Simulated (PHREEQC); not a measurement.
## Copper plating or etch bath with nickel, zinc or cadmium bath

Solution A (0.077 mol Cu(NO3)2, 0.0095 mol HCl and 0.0083 mol H3BO3 per kg of water) is mixed with solution B (0.0016 mol/kgw NiCl2 and 8e-05 mol/kgw Na2SO4) at 20 °C; shares are by mass of water, 1 kg in all. O2 is buffered at 0.21 atm. No CO2 enters from the air. Solids allowed: Cu(OH)2, Brochantite, Antlerite, Atacamite, Cu2(OH)3NO3, Ni(OH)2, Ni4(OH)6SO4, Halite, Mirabilite, Chalcanthite, Morenosite. Others were left out.

Equilibrium calculation in PHREEQC: ion-association model, wateq4f.dat.

Problem. Predict SO4-2 (mol/kgw), CuSO4 (mol/kgw), NiSO4 (mol/kgw) at share of solution B = 0, 0.3.

Solution. 
```
share of solution B  SO4-2 (mol/kgw)  CuSO4 (mol/kgw)  NiSO4 (mol/kgw)
-------------------  ---------------  ---------------  ---------------
0                                  0                0                0
0.3                          1.04e-5          1.15e-5          9.09e-8
```

Species that the database lacks are ignored.
